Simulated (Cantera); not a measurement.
Input: 1 mol Si3N4, 0.12 mol CO2, 14 mol N2, at 73000 Pa.

Equilibrium computed with Cantera from the NASA thermochemical tables; the gas is ideal and each condensed phase is pure. Candidate condensed phases: C, Si, SiC, SiO2, Si2N2O, Si3N4; 34 gas species. Mutual solubility and eutectic melting of coexisting phases are not modelled. Rates play no part.

Task: Which condensed phases are stable at each of these points (T (K)): 1225, 1325, 1425, 1525, 1625, 1725, 1825, 1925, 2025, 2125?

Result: 
```csv
T (K),condensed phases,Si condensed (%)
1225,C(graphite) + Si2N2O(s) + Si3N4(s),100.0
1325,C(graphite) + Si2N2O(s) + Si3N4(s),100.0
1425,C(graphite) + Si2N2O(s) + Si3N4(s),100.0
1525,C(graphite) + Si2N2O(s) + Si3N4(s),100.0
1625,C(graphite) + Si2N2O(s) + Si3N4(s),100.0
1725,SiC(s) + Si2N2O(s) + Si3N4(s),100.0
1825,SiC(s) + Si2N2O(s) + Si3N4(s),99.9
1925,SiC(s) + Si2N2O(s) + Si3N4(s),99.4
2025,Si2N2O(s) + Si3N4(s),96.6
2125,Si(l) + SiC(s),94.7
```

From 1225 K to 1625 K the condensed part is C(graphite) + Si2N2O(s) + Si3N4(s). From 1725 K to 1925 K the condensed part is SiC(s) + Si2N2O(s) + Si3N4(s). At 2025 K the condensed part is Si2N2O(s) + Si3N4(s). At 2125 K the condensed part is Si(l) + SiC(s).
